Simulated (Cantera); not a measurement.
Cantera run, input and output.

```python
import numpy as np
import cantera as ct

gas = ct.Solution("gri30.yaml")
gas.TPX = 450, 101325, {'CH4': 1, 'C2H6': 1.4, 'O2': 14.7, 'N2': 55.2, 'H2O': 12, 'H2': 0.13}
inlet = ct.Reservoir(gas, clone=True)
gas.equilibrate("HP")  # start burning
reactor = ct.IdealGasConstPressureReactor(gas, energy="on", clone=False)
exhaust = ct.Reservoir(gas, clone=True)
tau = [0.14, 0.037, 0.0099, 0.0027, 0.00072, 0.00019, 5.3e-05, 1.4e-05, 3.8e-06][0]
for a, b in ((inlet, reactor), (reactor, exhaust)):
    ct.MassFlowController(a, b, mdot=lambda t: reactor.mass / tau)
net = ct.ReactorNet([reactor])
show = ['CH4', 'C2H6', 'O2', 'HCO', 'HO2', 'CO2', 'O']

rows = []
print(f"{'tau/s':>10s}{'T/K':>9s}" + "".join(f"{s:>11s}" for s in show))
for tau in [0.14, 0.037, 0.0099, 0.0027, 0.00072, 0.00019, 5.3e-05, 1.4e-05, 3.8e-06]:
    net.initial_time = 0.0
    net.advance(30 * tau)
    before = gas.X
    net.advance(40 * tau)
    drift = np.max(np.abs(gas.X - before) / (gas.X + 1e-9))
    rows.append([gas.T, *gas[show].X, drift])
    print(f"{tau:10.3e}{gas.T:9.1f}" + "".join(f"{x:11.3e}" for x in gas[show].X))
```

It prints:

```
     tau/s      T/K        CH4       C2H6         O2        HCO        HO2        CO2          O
 1.400e-01   1395.5  9.793e-06  3.455e-06  9.111e-02  7.592e-09  4.830e-06  4.424e-02  2.256e-05
 3.700e-02   1388.7  2.462e-05  8.792e-06  9.146e-02  3.029e-08  1.143e-05  4.359e-02  5.135e-05
 9.900e-03   1370.8  7.022e-05  2.455e-05  9.252e-02  1.220e-07  2.686e-05  4.171e-02  1.031e-04
 2.700e-03    450.0  1.184e-02  1.658e-02  1.741e-01 -5.207e-36 -2.132e-19 -3.325e-16  1.450e-31
 7.200e-04    450.0  1.184e-02  1.658e-02  1.741e-01 -4.992e-40 -5.869e-23 -9.459e-20  1.388e-31
 1.900e-04    450.0  1.184e-02  1.658e-02  1.741e-01 -3.154e-41 -3.225e-24 -5.975e-21  1.015e-31
 5.300e-05    450.0  1.184e-02  1.658e-02  1.741e-01 -1.992e-42 -6.945e-26 -3.774e-22  5.322e-32
 1.400e-05    450.0  1.184e-02  1.658e-02  1.741e-01 -1.258e-43  3.099e-26 -2.384e-23  1.938e-32
 3.800e-06    450.0  1.184e-02  1.658e-02  1.741e-01 -7.949e-45  1.148e-26 -1.506e-24  5.743e-33
```

Detailed kinetics in Cantera: GRI-Mech 3.0 (53 species, 325 reactions).
